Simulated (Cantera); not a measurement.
What does this Cantera script print?

```python
import numpy as np
import cantera as ct

gas = ct.Solution("gri30.yaml")
gas.TPX = 550, 100000, {'CH4': 1, 'C2H6': 0.56, 'C3H8': 0.039, 'O2': 2.97, 'N2': 29.7}
inlet = ct.Reservoir(gas, clone=True)
gas.equilibrate("HP")  # start burning
reactor = ct.IdealGasConstPressureReactor(gas, energy="on", clone=False)
exhaust = ct.Reservoir(gas, clone=True)
tau = [0.27, 0.069, 0.018, 0.0046, 0.0012, 0.0003, 7.8e-05, 2e-05, 5.2e-06][0]
for a, b in ((inlet, reactor), (reactor, exhaust)):
    ct.MassFlowController(a, b, mdot=lambda t: reactor.mass / tau)
net = ct.ReactorNet([reactor])
show = ['CH4', 'C2H6', 'C3H8', 'CH2O', 'CO']

rows = []
print(f"{'tau/s':>10s}{'T/K':>9s}" + "".join(f"{s:>11s}" for s in show))
for tau in [0.27, 0.069, 0.018, 0.0046, 0.0012, 0.0003, 7.8e-05, 2e-05, 5.2e-06]:
    net.initial_time = 0.0
    net.advance(30 * tau)
    before = gas.X
    net.advance(40 * tau)
    drift = np.max(np.abs(gas.X - before) / (gas.X + 1e-9))
    rows.append([gas.T, *gas[show].X, drift])
    print(f"{tau:10.3e}{gas.T:9.1f}" + "".join(f"{x:11.3e}" for x in gas[show].X))
```

Output:

```
     tau/s      T/K        CH4       C2H6       C3H8       CH2O         CO
 2.700e-01   1416.9  2.522e-03  6.230e-05  1.165e-06  7.942e-06  2.847e-02
 6.900e-02   1380.7  3.065e-03  1.561e-04  3.927e-06  2.512e-05  3.278e-02
 1.800e-02    550.0  2.918e-02  1.634e-02  1.138e-03 -1.115e-16 -3.558e-15
 4.600e-03    550.0  2.918e-02  1.634e-02  1.138e-03 -3.380e-18 -1.078e-16
 1.200e-03    550.0  2.918e-02  1.634e-02  1.138e-03 -3.860e-21 -1.235e-19
 3.000e-04    550.0  2.918e-02  1.634e-02  1.138e-03 -2.432e-22 -7.798e-21
 7.800e-05    550.0  2.918e-02  1.634e-02  1.138e-03 -1.532e-23 -4.926e-22
 2.000e-05    550.0  2.918e-02  1.634e-02  1.138e-03 -9.647e-25 -3.111e-23
 5.200e-06    550.0  2.918e-02  1.634e-02  1.138e-03 -6.074e-26 -1.965e-24
```

Computed with Cantera and GRI-Mech 3.0 (53 species, 325 reactions).
